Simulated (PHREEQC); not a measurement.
0.15 g of hydrous ferric oxide (600 m²/g; 0.2 weak and 0.005 strong sites per Fe, Dzombak-Morel constants, diffuse double layer) in 1 kg of water with 0.005 mol/kgw of an inert sodium salt and 0.00044 mol/kgw MgCl2 and 1.4e-06 mol/kgw ZnCl2, at 25 °C; the pH is set by adding NaOH or the inert anion's acid. O2 is buffered at 0.21 atm. CO2 from the air is kept out. Nothing may precipitate in this run.

The series has 13 steps of pH, from 4 to 10.

Equilibrium calculation in PHREEQC: ion-association model, wateq4f.dat.

Near which pH is half of the Zn sorbed, and on which side is more sorbed?

Near pH 6.2, with more sorbed at higher pH.
